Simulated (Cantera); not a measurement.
Feed: 1 mol FeS₂, 1900 mol H₂, 3.3 mol N₂, equilibrated at 925 K and 1.00 Torr.

Equilibrium computed with Cantera from the NASA thermochemical tables; the gas is ideal and each condensed phase is pure. Candidate condensed phases: Fe, FeS, FeS₂, S; 16 gas species. FeS: taken at fixed stoichiometry. Equilibrium is a limit: real reactors are often held back by kinetics, nucleation or transport.

Base state: H₂ 0.998, N₂ 0.00173, H₂S 0.000580 (mole fractions); condensed: Fe(α) + FeS(s).

### Question
What changes in the equilibrium state with this change: FeS₂ replaced by CuO?

### Answer
```csv
species,before,after
H₂,0.998,0.998
N₂,0.00173,0.00173
H₂O,0,0.000525
H₂S,0.000580,0
"Fe(α), mol",0.104,0
"FeS(s), mol",0.896,0
"Cu(s), mol",0,1.000
```
Further candidate phases: Cu, CuO, Cu(OH)₂, Cu₂O, H₂O.
